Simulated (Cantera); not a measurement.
## Thermodynamics of boron, boron nitride and boron oxide, feed BCl3 + H2O + N2

Input: 1 mol BCl3, 0.14 mol H2O, 0.15 mol N2, equilibrated at 725 °C and 31000 Pa.

Cantera equilibrium calculation (NASA polynomials, part measured and part estimated; ideal gas, pure solids and liquids). Candidate condensed phases: B, BN, B2O3, B3O3H3, H2O, NH4Cl; 49 gas species. Kinetics and transport are ignored.

```json
{
 "x(BCl3)": "0.643",
 "x(HCl)": "0.209",
 "x(N2)": "0.112",
 "x(B3O3Cl3)": "0.0349",
 "x(H2)": "1.29e-6",
 "gas_amount": "1.337 mol",
 "log10 activity of B(s) (absent)": "-9.36",
 "log10 activity of B3O3H3(s) (absent)": "-25.44"
}
```
